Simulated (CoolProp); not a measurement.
R13 along the isobar 21.1 MPa: Z from the reference equation and from simpler models built on Tc = 29.9 °C, pc = 3.973 MPa, ω = 0.175; each cubic takes its own stable root.

Model: reference Helmholtz-energy equation of state, Platzer 1990, in CoolProp. This equation is an older, rougher fit; its heat capacities, sound speeds and derivatives of the liquid may be far off and weren't checked against measurements.

| T (°C) | phase | reference |
|---|---|---|
| -11.65 | liquid | 0.7508 |
| -4.05 | liquid | 0.7443 |
| 3.55 | liquid | 0.7390 |
| 11.15 | liquid | 0.7348 |
| 18.75 | liquid | 0.7317 |
| 26.35 | liquid | 0.7298 |
| 33.95 | supercritical | 0.7291 |
| 41.55 | supercritical | 0.7294 |
| 49.15 | supercritical | 0.7309 |
| 56.75 | supercritical | 0.7336 |

### Question
How far does each simpler model (Soave-Redlich-Kwong, Peng-Robinson) lie from the reference over these 10 states: mean and median of the absolute difference, and the worst?

### Answer
- Soave-Redlich-Kwong: mean 1.7 %, median 1.6 %, worst +2.7 % at 56.75 °C and 21.1 MPa
- Peng-Robinson: mean 8.8 %, median 8.9 %, worst -10.0 % at -11.65 °C and 21.1 MPa
